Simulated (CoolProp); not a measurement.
A single-stage vapour-compression cycle with the fluid: evaporating at 229.15 K (dew point), condensing at 267.15 K (bubble point), superheat 2 K, subcooling 2 K, compressor efficiency 0.6, no pressure losses. The same conditions are run with several fluids, on thermodynamics alone (safety and materials aside).

Model: reference Helmholtz-energy equation of state of each fluid (n-butane: Bücker 2006; CH2F2 (R32): Tillner-Roth 1997; R236FA: Pan 2012; chlorine: Thol 2021; R13: Platzer 1990; trans-2-butene: Lemmon 2005), in CoolProp. The equations of Platzer and Polt are older, rougher fits.

| fluid | cooling COP | pressure ratio | discharge temperature (K) | refrigerating effect (kJ/kg) | volumetric capacity (kJ/m³) |
|---|---|---|---|---|---|
| n-butane | 3.23 | 6.08 | 301.1 | 345 | 142 |
| CH2F2 (R32) | 3.07 | 4.53 | 357.1 | 316 | 1330 |
| R236FA | 3.14 | 7.32 | 291.3 | 139 | 127 |
| chlorine | 3.09 | 4.72 | 406.5 | 259 | 621 |
| R13 | 2.79 | 3.22 | 297.4 | 91.6 | 2970 |
| trans-2-butene | 3.24 | 6.27 | 310.4 | 370 | 134 |
